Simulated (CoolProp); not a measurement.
The fluid at 343.12 K and 0.116 MPa expands adiabatically to 0.00941 MPa with isentropic efficiency 0.9. The same conditions are run with several fluids, on thermodynamics alone (safety and materials aside).

Model: reference Helmholtz-energy equation of state of each fluid (R114: Platzer 1990; R1336mzz(E): Akasaka 2023; carbonyl sulfide: Lemmon 2006; nitrogen: Span 2000), in CoolProp. The equations of Platzer and Polt are older, rougher fits.

Q: Rank R114, R1336mzz(E), carbonyl sulfide, nitrogen by work (kJ/kg), highest first.

A: nitrogen (164), carbonyl sulfide (83.6), R1336mzz(E) (36.0), R114 (34.3)

```json
[
 {"fluid": "R114", "final temperature (K)": "293.5", "final density (kg/m³)": "0.661"},
 {"fluid": "R1336mzz(E)", "final temperature (K)": "298.4", "final density (kg/m³)": "0.624"},
 {"fluid": "carbonyl sulfide", "final temperature (K)": "217.4", "final density (kg/m³)": "0.314"},
 {"fluid": "nitrogen", "final temperature (K)": "185.0", "final density (kg/m³)": "0.171"}
]
```
